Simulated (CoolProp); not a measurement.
Vapour-liquid equilibrium of R125 (1) + R245fa (2) at 3.82 kPa; x and y are mole fractions of (1).

Computed with CoolProp (multi-fluid Helmholtz-energy mixture model, Lemmon 2005 and Akasaka 2015; pair parameters Bell 2016).

### Question
Give the bubble temperature and the first vapour's composition at x = 0.15, 0.25, 0.45. Is there an azeotrope?

### Answer
x = 0.15: -76.7 °C, y = 0.936; x = 0.25: -82.8 °C, y = 0.970; x = 0.45: -89.2 °C, y = 0.989. No azeotrope shows between x = 0.05 and 0.95.

The pair parameters rest on a limited set of measurements; away from them the model extrapolates.
